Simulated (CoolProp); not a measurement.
n-undecane along the isotherm 409.4 K: fugacity coefficient from the reference equation and from simpler models built on Tc = 638.8 K, pc = 19.90 bar, ω = 0.539; each cubic takes its own stable root.

The numbers come from the reference Helmholtz-energy equation of state, Aleksandrov 2011 in CoolProp. It is a short technical equation, of lower accuracy than the large ones.

```json
[
 {"p (bar)": "9.95", "phase": "liquid", "reference": "0.01897"},
 {"p (bar)": "19.9", "phase": "liquid", "reference": "0.01017"},
 {"p (bar)": "29.9", "phase": "liquid", "reference": "0.007262"},
 {"p (bar)": "39.8", "phase": "liquid", "reference": "0.005848"},
 {"p (bar)": "49.8", "phase": "liquid", "reference": "0.005012"},
 {"p (bar)": "59.7", "phase": "liquid", "reference": "0.004480"},
 {"p (bar)": "69.7", "phase": "liquid", "reference": "0.004113"},
 {"p (bar)": "79.6", "phase": "liquid", "reference": "0.003858"},
 {"p (bar)": "89.6", "phase": "liquid", "reference": "0.003674"},
 {"p (bar)": "99.5", "phase": "liquid", "reference": "0.003543"}
]
```

Problem. How far does each simpler model (van der Waals, Redlich-Kwong, Soave-Redlich-Kwong, Peng-Robinson) lie from the reference over these 10 states: mean and median of the absolute difference, and the worst?

Solution. 
- van der Waals: mean 1595.6 %, median 1582.1 %, worst +2022.5 % at 409.4 K and 99.5 bar
- Redlich-Kwong: mean 367.3 %, median 367.3 %, worst +401.6 % at 409.4 K and 99.5 bar
- Soave-Redlich-Kwong: mean 5.6 %, median 5.6 %, worst +11.2 % at 409.4 K and 99.5 bar
- Peng-Robinson: mean 4.0 %, median 4.0 %, worst +5.3 % at 409.4 K and 99.5 bar
